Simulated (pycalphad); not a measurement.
Computed with pycalphad from the COST 507 light-alloy database (1999), at 1 atm. The data set is of 1999 and partly superseded. Phase fractions are per mole of atoms.

Problem. Give the equilibrium state of Si-94.48Sn (wt.%) at 477 °C.

Solution. 
```
T = 750.00 K, P = 101325 Pa, N = 1 mol of atoms
G = -42875 J/mol, H = 18173 J/mol, S = 81.40 J/(mol K)  (SER reference)
chemical potentials (J/mol): Si -19438, Sn -48661
phase             fraction      x(Si)      x(Sn)
LIQUID              0.8021   0.000153     0.9998
DIAMOND_A4          0.1979     1.0000   4.04e-07
```

DIAMOND_A4 is diamond (Si).
